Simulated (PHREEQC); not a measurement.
**Brine (model solution)**

Dissolve 0.73 mol HCl, 4.2 mol CaCl2 and 0.22 mol KBr per kg of water at 31 °C. Closed to the air; pH follows from the charge balance.

Model: Pitzer model, pitzer.dat, run in PHREEQC.

No solid was allowed to form.

Task: Estimate the pH, density.

Result: pH -1.56; density 1.310 g/cm³.

In brines, pH and single-ion activities rest on the MacInnes convention.
